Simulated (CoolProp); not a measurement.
Vapour-liquid equilibrium of ethylbenzene (1) + m-xylene (2) at 0.00164 MPa; x and y are mole fractions of (1).

Computed with CoolProp (multi-fluid Helmholtz-energy mixture model, Zhou 2012 and Zhou 2012; pair parameters Bell 2016).

```
x      bubble temperature, mixture model (°C)  bubble temperature, Raoult's law (°C)  y, mixture model  y, Raoult's law
-----  --------------------------------------  -------------------------------------  ----------------  ---------------
0.05                                     31.7                                   31.7             0.058            0.057
0.125                                    31.4                                   31.5             0.143            0.140
0.2                                      31.2                                   31.3             0.226            0.222
0.275                                    31.0                                   31.1             0.305            0.302
0.35                                     30.8                                   30.9             0.383            0.380
0.425                                    30.6                                   30.8             0.459            0.457
0.5                                      30.4                                   30.6             0.533            0.533
0.575                                    30.2                                   30.4             0.606            0.607
0.65                                     30.1                                   30.2             0.677            0.679
0.725                                    29.9                                   30.0             0.748            0.751
0.8                                      29.8                                   29.9             0.817            0.820
0.875                                    29.6                                   29.7             0.886            0.889
0.95                                     29.5                                   29.5             0.954            0.956
```

The largest gap from Raoult's law is -0.2 K in bubble temperature, at x = 0.5. No azeotrope shows between x = 0.05 and 0.95.

The pair parameters rest on a limited set of measurements; away from them the model extrapolates.
